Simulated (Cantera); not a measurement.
Input: 1 mol Fe2O3, 0.033 mol HCl, at 14000 Pa.

Method: chemical equilibrium by Gibbs-energy minimisation in Cantera with the NASA 1993 tables (ideal gas, pure condensed phases). Candidate condensed phases: Fe, FeCl2, FeCl3, FeO, Fe(OH)2, Fe(OH)3, Fe2O3, Fe3O4, H2O; 22 gas species. Equilibrium is a limit: real reactors are often held back by kinetics, nucleation or transport.

Question: At 1100 K, list the 7 most abundant gas species with their mole fractions, and the condensed phases.

Answer: HCl 0.900, H2O 0.0563, FeCl3 0.0262, FeCl2 0.0113, Cl2 0.00546, Cl 0.000299, Fe2Cl6 4.29e-5. Condensed: Fe2O3(s).
